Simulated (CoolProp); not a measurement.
Vapour-liquid equilibrium of acetone (1) + cyclohexane (2) at 54.55 °C; x and y are mole fractions of (1).

Model: multi-fluid Helmholtz-energy mixture model, Lemmon 2006 and Zhou 2014; pair parameters Bell 2016, in CoolProp.

```
x     bubble pressure (MPa)  y at the bubble point  dew pressure at overall composition x (MPa)  liquid density (mol/L)
----  ---------------------  ---------------------  -------------------------------------------  ----------------------
0.05                0.06270                  0.340                                      0.04495                   8.973
0.15                0.08440                  0.539                                            …                   9.222
0.25                0.09394                      …                                      0.05591                   9.498
0.35                0.09842                  0.637                                            …                   9.806
0.45                 0.1009                  0.659                                      0.07332                   10.15
0.55                      …                  0.681                                      0.08591                       …
0.65                 0.1040                  0.709                                      0.09994                   10.97
0.75                 0.1046                  0.750                                       0.1046                   11.45
0.85                 0.1036                  0.814                                       0.1025                   11.99
0.95                0.09978                  0.920                                      0.09845                   12.60
```

Task: Complete the blanks.

Result: 
- 0.15, dew pressure at overall composition x (MPa): 0.04985
- 0.25, y at the bubble point: 0.605
- 0.35, dew pressure at overall composition x (MPa): 0.06353
- 0.55, bubble pressure (MPa): 0.1027
- 0.55, liquid density (mol/L): 10.54

y crosses x between x = 0.65 and 0.75: the model has an azeotrope there.

The pair parameters rest on a limited set of measurements; away from them the model extrapolates. With so large a gap from Raoult's law the liquid may split in two, which this calculation doesn't test in full.
